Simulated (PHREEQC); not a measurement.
0.27 g of hydrous ferric oxide (600 m²/g; 0.2 weak and 0.005 strong sites per Fe, Dzombak-Morel constants, diffuse double layer) in 1 kg of water with 0.01 mol/kgw of an inert sodium salt and 0.0032 mmol/kgw Na2HAsO4, at 25 °C; the pH is set by adding NaOH or the inert anion's acid. Oxygen alone is held at its pressure in air (log pO2 = -0.68). No CO2 enters from the air. Nothing may precipitate in this run.

The series has 13 steps of pH, from 3 to 11.

Equilibrium calculation in PHREEQC: ion-association model, wateq4f.dat.

### Question
Near which pH is half of the As sorbed, and on which side is more sorbed?

### Answer
Near pH 10.2, with more sorbed at lower pH.

The oxide is taken as insoluble; below pH 4 it would dissolve.
